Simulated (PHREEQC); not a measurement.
A PHREEQC speciation (ion-association model, phreeqc.dat) at 80 °C gives pH 2.94 and these molalities:

```json
[
 {"species": "SO4-2", "mol/kgw": "0.0228"},
 {"species": "MnSO4", "mol/kgw": "0.0137"},
 {"species": "Cu+2", "mol/kgw": "0.0129"},
 {"species": "Mn+2", "mol/kgw": "0.0115"},
 {"species": "CuSO4", "mol/kgw": "0.0101"},
 {"species": "HSO4-", "mol/kgw": "0.00460"},
 {"species": "H+", "mol/kgw": "0.00140"}
]
```

Task: What are the element totals, and what could have been dissolved in 1 kg of water to give them?

Result: This is not unique; one that fits is totals Cu(2) 0.0230, Mn(2) 0.0252, S(6) 0.0512 mol/kgw, from 0.003 mol/kgw H2SO4, 0.023 mol/kgw CuSO4 and 0.0252 mol/kgw MnSO4.

This is a speciation only: nothing precipitates in the calculation. Away from 25 °C the constants follow the database's enthalpies or fits; those with neither stay at their 25 °C values.
